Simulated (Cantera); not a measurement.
A perfectly stirred reactor is fed with CH4 : CO : O2 : N2 = 1 : 0.23 : 1.76 : 8.81 (molar parts), equivalence ratio 1.2, at 760 Torr; it is adiabatic with a 375 K inlet, and is followed from long to short residence time, starting on the burning branch (τ in s: 0.07, 0.033, 0.015, 0.007, 0.0033, 0.0015, 0.0007, 0.00033, 0.00015, 7e-05, 3.3e-05, 1.5e-05, 7e-06).

Computed with Cantera and GRI-Mech 3.0 (53 species, 325 reactions).

Task: What does this change do: O2 1.76 to 1.2 parts?

Result: 
```csv
quantity,before,after
"blow-out, bracketed by the residence times tried","burning at 0.330 ms, out at 0.150 ms",not reached
x(CH4) at τ = 70.0 ms,2.30e-5,0.0890
x(CO) at τ = 70.0 ms,0.0388,0.0205
x(O2) at τ = 70.0 ms,0.000250,0.107
x(H2) at τ = 70.0 ms,0.0204,<1e-12
x(CH2CO) at τ = 70.0 ms,4.67e-8,<1e-12
x(CH4) at τ = 0.700 ms,0.000364,0.0890
x(CO) at τ = 0.700 ms,0.0434,0.0205
x(O2) at τ = 0.700 ms,0.00492,0.107
x(H2) at τ = 0.700 ms,0.0218,<1e-12
x(CH2CO) at τ = 0.700 ms,5.01e-7,<1e-12
state,not reached,not burning at any residence time tried
```

Task: What does this change do: pressure from 760 Torr to 3750 Torr?

Result: 
| quantity | before | after |
|---|---|---|
| blow-out, bracketed by the residence times tried | burning at 0.330 ms, out at 0.150 ms | burning at 0.700 ms, out at 0.330 ms |
| x(CH4) at τ = 70.0 ms | 2.30e-5 | 0.000340 |
| x(CO) at τ = 70.0 ms | 0.0388 | 0.0381 |
| x(O2) at τ = 70.0 ms | 0.000250 | 0.000242 |
| x(H2) at τ = 70.0 ms | 0.0204 | 0.0196 |
| x(CH2CO) at τ = 70.0 ms | 4.67e-8 | 8.17e-7 |
| x(CH4) at τ = 0.700 ms | 0.000364 | 0.00196 |
| x(CO) at τ = 0.700 ms | 0.0434 | 0.0432 |
| x(O2) at τ = 0.700 ms | 0.00492 | 0.00699 |
| x(H2) at τ = 0.700 ms | 0.0218 | 0.0177 |
| x(CH2CO) at τ = 0.700 ms | 5.01e-7 | 2.78e-5 |
